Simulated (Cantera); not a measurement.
A perfectly stirred reactor is fed with NO : N₂ = 1 : 1.5 (molar parts), at 0.133 bar; it is held at 2100 K, and followed from long to short residence time.

Model: GRI-Mech 3.0 (53 species, 325 reactions), integrated in Cantera.

x: mole fraction; the columns are a selection and need not sum to one.

```
τ (s)    x NO    x NO₂   x N₂    x N₂O      x O₂
------  -----  -------  -----  -------  --------
0.75    0.249  8.01e-5  0.675  2.41e-5    0.0746
0.48    0.294  7.99e-5  0.653  3.46e-5    0.0523
0.30    0.332  7.37e-5  0.634  4.53e-5    0.0336
0.19    0.357      ___  0.621  5.39e-5    0.0208
0.12    0.374      ___  0.613  6.01e-5    0.0126
0.075   0.384      ___  0.608  6.42e-5   0.00746
0.047   0.391      ___  0.605  6.63e-5   0.00440
0.030   0.394      ___  0.603  6.71e-5   0.00263
0.019   0.396      ___  0.602  6.66e-5   0.00152
0.012   0.398      ___  0.601  6.49e-5  0.000849
0.0075  0.399      ___  0.601  6.17e-5  0.000439
```

**Question.** Fill in the missing entries.

**Answer.** 
- 0.19, x NO₂: 6.51e-5
- 0.12, x NO₂: 5.65e-5
- 0.075, x NO₂: 4.92e-5
- 0.047, x NO₂: 4.37e-5
- 0.030, x NO₂: 3.94e-5
- 0.019, x NO₂: 3.57e-5
- 0.012, x NO₂: 3.20e-5
- 0.0075, x NO₂: 2.77e-5
